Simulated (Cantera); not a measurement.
A freely propagating, adiabatic, planar premixed flame of 12.0 % CH4, 18.5 % O2, 69.5 % N2, equivalence ratio 1.3, unburnt at 323 K and 7500 Torr; unity-Lewis-number transport, grid criteria slope 0.08 and curve 0.16, no radiation.

Computed with Cantera and GRI-Mech 3.0 (53 species, 325 reactions). Unity Lewis numbers drop preferential diffusion, which matters most where H2 and H carry the flame. Burning velocities carry a grid error of a few per cent, more on coarse grids.

Problem. Predict: laminar burning velocity; thermal thickness; peak x(H); peak x(CH2).

Solution. 
| Item | Result |
|---|---|
| laminar burning velocity | 6.99 cm/s |
| thermal thickness | 0.206 mm |
| peak x(H) | 0.000431 |
| peak x(CH2) | 9.07e-6 |
